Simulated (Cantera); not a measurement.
Cantera run:

```python
import numpy as np
import cantera as ct

gas_names = """
    NH3 OH N
""".split()
cond_names = """
    V2O5(s) V2O5(L) V2O4(I) V2O4(II) V2O4(L)
""".split()


# ... load() reads the species with a 1 bar reference pressure and builds the phases ...
species = {s.name: s for s in load("nasa_gas.yaml", gas_names) + load("nasa_condensed.yaml", cond_names)}
# Each term lists the table entries of one substance; the one whose range holds T is used.
reactions = {
    'NH3(g) + 3 V2O5 = 3 OH(g) + N(g) + 3 V2O4':
        [(-1, ['NH3']), (-3, ['V2O5(s)', 'V2O5(L)']), (3, ['OH']), (1, ['N']), (3, ['V2O4(I)', 'V2O4(II)', 'V2O4(L)'])],
}


def pick(names, T):
    return next(species[n] for n in names if species[n].thermo.min_temp <= T <= species[n].thermo.max_temp)


results = []
for label, terms in reactions.items():
    print(label)
    print("     T/K   dH/kJ  dS/(J/K)   dG/kJ   log10 K")
    for T in [300, 2623, 2648, 2673, 2698, 2723, 2748]:
        used = [(nu, pick(names, T)) for nu, names in terms]
        dH = sum(nu * s.thermo.h(T) for nu, s in used) / 1e6
        dS = sum(nu * s.thermo.s(T) for nu, s in used) / 1e3
        dG = dH - T * dS / 1e3
        logK = -dG * 1e6 / (ct.gas_constant * T * np.log(10))
        results.append((label, T, dH, dS, dG, logK, [s.name for _, s in used]))
        print(f"{T:8g} {dH:8.1f} {dS:8.1f} {dG:8.1f} {logK:8.2f}")
```

It prints:

```
NH3(g) + 3 V2O5 = 3 OH(g) + N(g) + 3 V2O4
     T/K   dH/kJ  dS/(J/K)   dG/kJ   log10 K
     300   1007.0    430.8    877.7  -152.82
    2623   1267.6    536.6   -140.0     2.79
    2648   1270.6    537.8   -153.4     3.03
    2673   1273.7    538.9   -166.9     3.26
    2698   1276.7    540.0   -180.4     3.49
    2723   1279.7    541.2   -193.9     3.72
    2748   1282.7    542.3   -207.4     3.94
```

Source: NASA polynomial tables (part measured, part estimated), evaluated in Cantera. Condensed species are held in their standard states even where they would react or evaporate.
